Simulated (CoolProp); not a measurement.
R410A at 293.15 K and 2.15 MPa flows at 0.14 m/s in a round tube of 6 mm bore and 45 µm roughness, fully developed (64/Re and Nu = 3.66 if laminar; Colebrook and Gnielinski if turbulent). Each further row changes one setting.

The numbers come from the reference Helmholtz-energy equation of state, Lemmon 2003 in CoolProp. It is a pseudo-pure fit of the blend.

```
case               Reynolds number  Darcy friction factor  pressure drop (Pa/m)  heat-transfer coefficient (W/(m² K))  mass flow (kg/h)
-----------------  ---------------  ---------------------  --------------------  ------------------------------------  ----------------
as stated                        ?                      ?                  75.6                                     ?              15.5
velocity 0.28 m/s            14100                      ?                   277                                     ?                 ?
diameter 12 mm               14100                 0.0342                  30.4                                     ?                 ?
```

Fill in the missing entries.


- as stated, Reynolds number: 7070
- as stated, Darcy friction factor: 0.0425
- as stated, heat-transfer coefficient (W/(m² K)): 673
- velocity 0.28 m/s, Darcy friction factor: 0.0389
- velocity 0.28 m/s, heat-transfer coefficient (W/(m² K)): 1360
- velocity 0.28 m/s, mass flow (kg/h): 31.0
- diameter 12 mm, heat-transfer coefficient (W/(m² K)): 612
- diameter 12 mm, mass flow (kg/h): 62.1

Viscosity comes from a separate model (Geller 2000). Thermal conductivity comes from a separate model (Geller 2001).
